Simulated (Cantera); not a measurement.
Low-pressure radical oxidation in H2/O2

An isothermal, constant-pressure homogeneous reactor starts with 4.23 % H2, 28.2 % O2, 67.6 % N2, at 1275 K and 0.00987 atm.

Computed with Cantera and GRI-Mech 3.0 (53 species, 325 reactions). Radical loss at walls, strong at low pressure, is not modelled. The temperature is held fixed by assumption; the heat of reaction is taken as removed at once.

| t (s) | x H2 | x O2 | x NO | x NO2 | x H2O | x HO2 | x H2O2 |
|---|---|---|---|---|---|---|---|
| 3.00e-6 | 0.0423 | 0.282 | <1e-12 | <1e-12 | <1e-12 | 9.34e-11 | <1e-12 |
| 8.55e-6 | 0.0423 | 0.282 | <1e-12 | <1e-12 | <1e-12 | 2.66e-10 | <1e-12 |
| 2.44e-5 | 0.0423 | 0.282 | <1e-12 | <1e-12 | 5.27e-12 | 7.59e-10 | <1e-12 |
| 6.95e-5 | 0.0423 | 0.282 | <1e-12 | <1e-12 | 1.06e-10 | 2.16e-9 | <1e-12 |
| 0.000198 | 0.0423 | 0.282 | <1e-12 | <1e-12 | 1.86e-9 | 6.16e-9 | 2.88e-12 |
| 0.000564 | 0.0423 | 0.282 | <1e-12 | <1e-12 | 3.52e-8 | 1.76e-8 | 2.29e-11 |
| 0.00161 | 0.0422 | 0.282 | <1e-12 | <1e-12 | 2.97e-6 | 5.31e-8 | 1.80e-10 |
| 0.00458 | 0.0104 | 0.261 | 5.52e-9 | <1e-12 | 0.0240 | 8.91e-7 | 7.55e-8 |
| 0.0131 | 0.00144 | 0.253 | 1.96e-7 | 1.90e-12 | 0.0341 | 8.47e-7 | 3.37e-8 |
| 0.0372 | 0.00129 | 0.254 | 6.51e-7 | 6.84e-12 | 0.0354 | 8.41e-7 | 3.47e-8 |
| 0.106 | 0.000954 | 0.258 | 1.39e-6 | 1.82e-11 | 0.0379 | 8.09e-7 | 3.61e-8 |
| 0.302 | 0.000423 | 0.262 | 1.92e-6 | 4.57e-11 | 0.0410 | 6.69e-7 | 3.35e-8 |
| 0.862 | 8.85e-5 | 0.265 | 2.03e-6 | 1.45e-10 | 0.0426 | 3.49e-7 | 2.04e-8 |
| 2.46 | 1.28e-5 | 0.266 | 2.04e-6 | 3.98e-10 | 0.0430 | 9.81e-8 | 7.56e-9 |
| 7.00 | 2.11e-6 | 0.266 | 2.05e-6 | 5.97e-10 | 0.0431 | 2.27e-8 | 2.28e-9 |
x: mole fraction; the columns are a selection and need not sum to one.

Equilibrium at this temperature and pressure: H2 4.65e-8, O2 0.266, NO 0.000355, NO2 4.80e-7, H2O 0.0432, HO2 7.29e-9, H2O2 1.00e-10 (gas phase only).
